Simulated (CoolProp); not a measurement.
Vapour-liquid equilibrium of cyclohexane (1) + p-xylene (2) at 10.8 bar; x and y are mole fractions of (1).

Computed with CoolProp (multi-fluid Helmholtz-energy mixture model, Zhou 2014 and Zhou 2012; pair parameters Bell 2016).

```json
[
 {"x": "0.05", "bubble temperature, mixture model (K)": "522.9", "bubble temperature, Raoult's law (K)": "523.3", "y, mixture model": "0.111", "y, Raoult's law": "0.128"},
 {"x": "0.15", "bubble temperature, mixture model (K)": "512.2", "bubble temperature, Raoult's law (K)": "513.2", "y, mixture model": "0.300", "y, Raoult's law": "0.336"},
 {"x": "0.25", "bubble temperature, mixture model (K)": "502.9", "bubble temperature, Raoult's law (K)": "504.3", "y, mixture model": "0.450", "y, Raoult's law": "0.495"},
 {"x": "0.35", "bubble temperature, mixture model (K)": "494.8", "bubble temperature, Raoult's law (K)": "496.3", "y, mixture model": "0.569", "y, Raoult's law": "0.619"},
 {"x": "0.45", "bubble temperature, mixture model (K)": "487.7", "bubble temperature, Raoult's law (K)": "489.1", "y, mixture model": "0.665", "y, Raoult's law": "0.716"},
 {"x": "0.55", "bubble temperature, mixture model (K)": "481.4", "bubble temperature, Raoult's law (K)": "482.6", "y, mixture model": "0.745", "y, Raoult's law": "0.794"},
 {"x": "0.65", "bubble temperature, mixture model (K)": "475.8", "bubble temperature, Raoult's law (K)": "476.7", "y, mixture model": "0.813", "y, Raoult's law": "0.857"},
 {"x": "0.75", "bubble temperature, mixture model (K)": "470.8", "bubble temperature, Raoult's law (K)": "471.3", "y, mixture model": "0.873", "y, Raoult's law": "0.908"},
 {"x": "0.85", "bubble temperature, mixture model (K)": "466.1", "bubble temperature, Raoult's law (K)": "466.4", "y, mixture model": "0.926", "y, Raoult's law": "0.950"},
 {"x": "0.95", "bubble temperature, mixture model (K)": "461.8", "bubble temperature, Raoult's law (K)": "461.8", "y, mixture model": "0.976", "y, Raoult's law": "0.985"}
]
```

The largest gap from Raoult's law is -1.5 K in bubble temperature, at x = 0.35. No azeotrope shows between x = 0.05 and 0.95.

Pair parameters are fitted to limited data, so mixtures are less certain than the pure fluids.
